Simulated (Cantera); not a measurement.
Input: 1 mol AlN, 0.063 mol I2, 4.1 mol N2, equilibrated at 627 °C and 0.100 bar.

Equilibrium computed with Cantera from the NASA thermochemical tables; the gas is ideal and each condensed phase is pure. Candidate condensed phases: Al, AlI3, AlN, I2; 10 gas species. The numbers say what is thermodynamically allowed, not how fast it happens.

**Question.** What is the equilibrium state?

**Answer.** 
- x(N2) = 0.986
- x(AlI3) = 0.00559
- x(I2) = 0.00459
- x(I) = 0.00426
- n(AlN(s)) = 0.977 mol
- gas amount = 4.172 mol
- log10 activity of I2(l) (absent) = -5.29
- log10 activity of Al(s) (absent) = -12.45
